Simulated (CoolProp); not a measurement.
Model: reference Helmholtz-energy equation of state, Lemmon 2016, in CoolProp.

Problem. For R115, give the phase and the Joule-Thomson coefficient (K/MPa), expansivity (1/kK), fugacity coefficient at 257.1 K and 7180 kPa; 264.6 K and 7180 kPa.

Solution. 
- 257.1 K and 7180 kPa: liquid; Joule-Thomson coefficient -0.295, expansivity 2.25, fugacity coefficient 0.0464
- 264.6 K and 7180 kPa: liquid; Joule-Thomson coefficient -0.267, expansivity 2.34, fugacity coefficient 0.0589
